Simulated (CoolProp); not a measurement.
CHF3 (R23) along the isotherm 312 K: Z from the reference equation and from simpler models built on Tc = 299.3 K, pc = 4832 kPa, ω = 0.263; each cubic takes its own stable root.

Values from CoolProp's reference Helmholtz-energy equation of state, Penoncello 2003.

```csv
p (kPa),phase,reference,Redlich-Kwong,Peng-Robinson
906,gas,0.9391,___,0.9359
1810,gas,0.8732,___,0.8679
2720,gas,0.8004,0.8077,0.7940
3620,gas,___,0.7284,0.7131
4530,gas,___,0.6317,0.6188
5440,supercritical,0.4961,0.4984,0.5015
6340,supercritical,0.3297,0.3529,0.3696
7250,supercritical,___,___,0.3286
```

Q: What belongs in the gaps?

A: 
- 906, Redlich-Kwong: 0.9413
- 1810, Redlich-Kwong: 0.8780
- 3620, reference: 0.7191
- 4530, reference: 0.6221
- 7250, reference: 0.2793
- 7250, Redlich-Kwong: 0.3354
